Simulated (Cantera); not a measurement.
Cantera run, input and output.

```python
import numpy as np
import cantera as ct

gas = ct.Solution("gri30.yaml")
gas.TPX = 525, 270000, {'CH4': 1, 'C2H6': 0.072, 'O2': 4.6, 'N2': 17.3}
inlet = ct.Reservoir(gas, clone=True)
gas.equilibrate("HP")  # start burning
reactor = ct.IdealGasConstPressureReactor(gas, energy="on", clone=False)
exhaust = ct.Reservoir(gas, clone=True)
tau = [0.45, 0.18, 0.072, 0.029, 0.011, 0.0046, 0.0018, 0.00073, 0.00029, 0.00012, 4.6e-05][0]
for a, b in ((inlet, reactor), (reactor, exhaust)):
    ct.MassFlowController(a, b, mdot=lambda t: reactor.mass / tau)
net = ct.ReactorNet([reactor])
show = ['CH4', 'C2H6', 'O2', 'CH2O', 'NO', 'OH', 'N2O']

rows = []
print(f"{'tau/s':>10s}{'T/K':>9s}" + "".join(f"{s:>11s}" for s in show))
for tau in [0.45, 0.18, 0.072, 0.029, 0.011, 0.0046, 0.0018, 0.00073, 0.00029, 0.00012, 4.6e-05]:
    net.initial_time = 0.0
    net.advance(30 * tau)
    before = gas.X
    net.advance(40 * tau)
    drift = np.max(np.abs(gas.X - before) / (gas.X + 1e-9))
    rows.append([gas.T, *gas[show].X, drift])
    print(f"{tau:10.3e}{gas.T:9.1f}" + "".join(f"{x:11.3e}" for x in gas[show].X))
```

It prints:

```
     tau/s      T/K        CH4       C2H6         O2       CH2O         NO         OH        N2O
 4.500e-01   1643.3  3.982e-06  6.642e-08  1.020e-01  3.520e-07  4.126e-06  2.535e-04  3.790e-07
 1.800e-01   1642.4  7.528e-06  1.319e-07  1.020e-01  6.815e-07  3.660e-06  3.210e-04  5.857e-07
 7.200e-02   1640.9  1.391e-05  2.542e-07  1.021e-01  1.303e-06  3.595e-06  4.149e-04  9.017e-07
 2.900e-02   1638.2  2.540e-05  4.785e-07  1.021e-01  2.480e-06  3.590e-06  5.385e-04  1.294e-06
 1.100e-02   1633.2  4.838e-05  9.289e-07  1.023e-01  4.966e-06  3.331e-06  7.075e-04  1.651e-06
 4.600e-03   1625.1  8.746e-05  1.690e-06  1.027e-01  9.384e-06  2.775e-06  8.897e-04  1.752e-06
 1.800e-03   1608.9  1.718e-04  3.312e-06  1.035e-01  1.910e-05  2.010e-06  1.094e-03  1.583e-06
 7.300e-04   1577.2  3.668e-04  7.018e-06  1.053e-01  4.076e-05  1.271e-06  1.208e-03  1.218e-06
 2.900e-04    525.0  4.353e-02  3.134e-03  2.002e-01  1.583e-17  1.010e-21  8.624e-27  8.842e-21
 1.200e-04    525.0  4.353e-02  3.134e-03  2.002e-01  1.245e-20  7.943e-25  3.511e-27  6.954e-24
 4.600e-05    525.0  4.353e-02  3.134e-03  2.002e-01  7.862e-22  5.017e-26  1.447e-27  4.393e-25
```

Model: GRI-Mech 3.0 (53 species, 325 reactions), integrated in Cantera.
